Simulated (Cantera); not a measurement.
Charge: 1 mol BN, 0.92 mol NF₃, 3.5 mol N₂, held at 1623.15 K and 1330 Pa.

Equilibrium computed with Cantera from the NASA thermochemical tables; the gas is ideal and each condensed phase is pure. Candidate condensed phases: B, BN; 13 gas species. The tables' values for BF₂ are old estimates; treat these amounts as uncertain. Kinetics and transport are ignored.

Base state: N₂ 0.826, BF₃ 0.167, BF₂ 0.00627, BF 0.000423 (mole fractions); condensed: BN(s).

**Question.** What changes in the equilibrium state with this change: pressure from 1330 Pa to 133 Pa?

**Answer.** 
```
species       before    after
----------  --------  -------
N₂             0.826    0.821
BF₃            0.167    0.156
BF₂          0.00627   0.0189
BF          0.000423  0.00414
BN(s), mol    0.0673   0.0309
```
